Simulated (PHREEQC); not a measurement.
Hard or scaling water: an equilibrium model

Solution (25 °C): 7.3e-05 mol/kgw Ca(HCO3)2, 0.0063 mol/kgw NaF and 0.00051 mol/kgw H4SiO4. Closed to the air; pH follows from the charge balance.

Computed with PHREEQC (ion-association model, phreeqc.dat).

Precipitation was switched off in this run.

Predict the pH, specific conductance.

pH 7.73; specific conductance 634 µS/cm.

In which forms is C present?

HCO3- 96 %, CO2 3.7 % of the C.

The solution is supersaturated, for example in Fluorite, Quartz (slow to form), so a real one may precipitate; this is no full list. Complexes and solids missing from the database can't appear. SiF6-2 is the database's only silicon fluoride.
